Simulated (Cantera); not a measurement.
Input: 1 mol SiCl₄, 11 mol H₂O, 0.36 mol O₂, equilibrated at 105 Torr.

These are equilibrium values from Cantera (NASA tables, ideal gas, pure condensed phases), not measurements of a reactor. Candidate condensed phases: H₂O, Si, SiO₂; 30 gas species. The tables hold silica as quartz up to 1696 K and as liquid above; real silica turns to tridymite and cristobalite and melts near 1996 K. Gases not in the tables: Si(OH)₄. Kinetics and transport are ignored. All values below are at 1498 K.

Base state: H₂O 0.675, HCl 0.296, O₂ 0.0262, Cl 0.00242, Cl₂ 0.000247, OH 0.000194, H₂ 2.05e-5 (mole fractions); condensed: SiO₂(β-quartz).

Q: What changes in the equilibrium state with this change: H₂O from 11 to 0.6 mol?

A: 
```csv
species,before,after
HCl,0.296,0.510
Cl₂,0.000247,0.266
SiCl₄,<1e-9,0.144
H₂O,0.675,6.69e-6
O₂,0.0262,3.40e-7
Cl,0.00242,0.0795
SiCl₃,<1e-9,2.23e-5
OH,0.000194,3.67e-8
H₂,2.05e-5,5.64e-8
"SiO₂(β-quartz), mol",1.00,0.660
```
The tables' values for SiCl₃ are old estimates; treat these amounts as uncertain.
